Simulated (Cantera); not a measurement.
A closed system holds: 1 mol CaF2, 6.8 mol H2, equilibrated at 45.8 Torr.

These are equilibrium values from Cantera (NASA tables, ideal gas, pure condensed phases), not measurements of a reactor. Candidate condensed phases: Ca, CaF2; 15 gas species. Equilibrium is a limit: real reactors are often held back by kinetics, nucleation or transport.

log p: log10 of the partial pressure in bar; n: condensed amount in mol.

| T (K) | log p H2 | log p CaF2 | log p HF | log p CaF | log p H | n CaF2(s) | n CaF2(l) |
|---|---|---|---|---|---|---|---|
| 1050 | -1.21 | -11.84 | -9.51 | -11.65 | … | 1.00 | 0 |
| 1150 | -1.21 | -10.02 | -8.30 | -10.01 | … | 1.00 | 0 |
| 1250 | -1.21 | -8.51 | -7.30 | -8.65 | … | 1.000 | 0 |
| 1350 | -1.21 | -7.23 | -6.44 | -7.50 | … | 1.000 | 0 |
| 1450 | -1.21 | -6.14 | -5.70 | -6.52 | … | 1.000 | 0 |
| 1550 | -1.21 | -5.22 | -5.06 | -5.69 | … | 0.999 | 0 |
| 1650 | -1.22 | -4.42 | -4.49 | -4.98 | … | 0.993 | 0 |
| 1750 | -1.22 | -3.75 | -4.01 | -4.38 | … | 0 | 0.972 |
| 1850 | -1.22 | -3.19 | -3.58 | -3.87 | … | 0 | 0.903 |
| 1950 | -1.24 | -2.68 | -3.19 | -3.43 | … | 0 | 0.697 |
| 2050 | -1.28 | -2.24 | -2.85 | -3.04 | … | 0 | 0.108 |

What belongs in the gaps?


- 1050, log p H: -8.70
- 1150, log p H: -7.73
- 1250, log p H: -6.92
- 1350, log p H: -6.23
- 1450, log p H: -5.63
- 1550, log p H: -5.11
- 1650, log p H: -4.65
- 1750, log p H: -4.24
- 1850, log p H: -3.88
- 1950, log p H: -3.56
- 2050, log p H: -3.29
